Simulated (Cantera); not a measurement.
# Thermodynamics of carbothermic reduction, feed CuO + C + N2

Charge: 1 mol CuO, 4.2 mol C, 0.21 mol N2, equilibrated at 41.0 Pa.

Method: chemical equilibrium by Gibbs-energy minimisation in Cantera with the NASA 1993 tables (ideal gas, pure condensed phases). Candidate condensed phases: C, Cu, CuO, Cu2O; 27 gas species. Kinetics and transport are ignored.

```json
[
 {"T (°C)": "802", "log p CO": "-3.47", "log p Cu": "-9.59", "log p N2": "-4.15", "log p Cu2": "-14.84", "n C(graphite)": "3.20", "n Cu(s)": "1.000", "n Cu(l)": "0"},
 {"T (°C)": "902", "log p CO": "-3.47", "log p Cu": "-8.22", "log p N2": "-4.15", "log p Cu2": "-12.89", "n C(graphite)": "3.20", "n Cu(s)": "1.000", "n Cu(l)": "0"},
 {"T (°C)": "1002", "log p CO": "-3.47", "log p Cu": "-7.06", "log p N2": "-4.15", "log p Cu2": "-11.26", "n C(graphite)": "3.20", "n Cu(s)": "1.000", "n Cu(l)": "0"},
 {"T (°C)": "1102", "log p CO": "-3.47", "log p Cu": "-6.08", "log p N2": "-4.15", "log p Cu2": "-9.88", "n C(graphite)": "3.20", "n Cu(s)": "0", "n Cu(l)": "0.998"},
 {"T (°C)": "1202", "log p CO": "-3.48", "log p Cu": "-5.27", "log p N2": "-4.15", "log p Cu2": "-8.75", "n C(graphite)": "3.20", "n Cu(s)": "0", "n Cu(l)": "0.984"},
 {"T (°C)": "1302", "log p CO": "-3.50", "log p Cu": "-4.56", "log p N2": "-4.18", "log p Cu2": "-7.77", "n C(graphite)": "3.20", "n Cu(s)": "0", "n Cu(l)": "0.913"},
 {"T (°C)": "1402", "log p CO": "-3.61", "log p Cu": "-3.94", "log p N2": "-4.29", "log p Cu2": "-6.91", "n C(graphite)": "3.20", "n Cu(s)": "0", "n Cu(l)": "0.532"},
 {"T (°C)": "1502", "log p CO": "-3.73", "log p Cu": "-3.73", "log p N2": "-4.41", "log p Cu2": "-6.84", "n C(graphite)": "3.20", "n Cu(s)": "0", "n Cu(l)": "0"},
 {"T (°C)": "1602", "log p CO": "-3.73", "log p Cu": "-3.73", "log p N2": "-4.41", "log p Cu2": "-7.14", "n C(graphite)": "3.20", "n Cu(s)": "0", "n Cu(l)": "0"},
 {"T (°C)": "1702", "log p CO": "-3.73", "log p Cu": "-3.73", "log p N2": "-4.41", "log p Cu2": "-7.42", "n C(graphite)": "3.20", "n Cu(s)": "0", "n Cu(l)": "0"},
 {"T (°C)": "1802", "log p CO": "-3.73", "log p Cu": "-3.73", "log p N2": "-4.41", "log p Cu2": "-7.67", "n C(graphite)": "3.20", "n Cu(s)": "0", "n Cu(l)": "0"}
]
```
log p: log10 of the partial pressure in bar; n: condensed amount in mol.

From 802 °C to 1002 °C the condensed part is C(graphite) + Cu(s). From 1102 °C to 1402 °C the condensed part is C(graphite) + Cu(l). From 1502 °C to 1802 °C the condensed part is C(graphite). The main Cu-bearing gas is Cu throughout.
